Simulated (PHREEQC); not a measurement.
Na2CO3 is added in steps, without added water, to 1 kg of water holding 2.1 mmol/kgw Na2SO4 and 39 mmol/kgw CaCl2, at 68 °C. Oxygen alone is held at its pressure in air (log pO2 = -0.68). The system is closed to CO2. The run lets Aragonite, Gypsum, Halite precipitate or redissolve, and no other solid.

Base run: PHREEQC, ion-association model, phreeqc.dat. Each further column changes one thing. The table gives pH.

```
Na2CO3 added (mol)  base  Debye-Hückel limiting law  Davies equation for every ion  database pitzer.dat  database wateq4f.dat
------------------  ----  -------------------------  -----------------------------  -------------------  --------------------
0                   6.42                       6.43                           6.44                 6.39                  6.43
0.003167            8.11                       8.25                           8.13                 7.94                  8.12
0.006333            8.13                       8.26                           8.15                 7.96                  8.14
0.0095              8.15                       8.28                           8.17                 7.98                  8.16
0.01267             8.17                       8.30                           8.19                 8.01                  8.18
0.01583             8.19                       8.32                           8.21                 8.04                  8.20
0.019               8.22                       8.35                           8.24                 8.07                  8.23
0.02217             8.25                       8.38                           8.27                 8.11                  8.26
0.02533             8.29                       8.41                           8.31                 8.16                  8.30
0.0285              8.34                       8.46                           8.36                 8.22                  8.36
0.03167             8.42                       8.53                           8.44                 8.30                  8.43
0.03483             8.53                       8.64                           8.55                 8.42                  8.54
0.038               8.81                       8.90                           8.82                 8.71                  8.82
```

Away from 25 °C the constants follow the database's enthalpies or fits; those with neither stay at their 25 °C values. pitzer.dat has no redox and few complexes: it carries them in its interaction parameters. phreeqc.dat and wateq4f.dat share most of their constants, so their agreement is no independent check. Solids allowed in the column 'database pitzer.dat': Calcite, Burkeite, Gaylussite, Glauberite, Gypsum, Anhydrite, Halite, Mirabilite, Nahcolite, Natron, Pirssonite, Portlandite, Thenardite, Trona. Solids allowed in the column 'database wateq4f.dat': Aragonite, Gypsum, Portlandite, Halite, Mirabilite, Nahcolite, Natron.
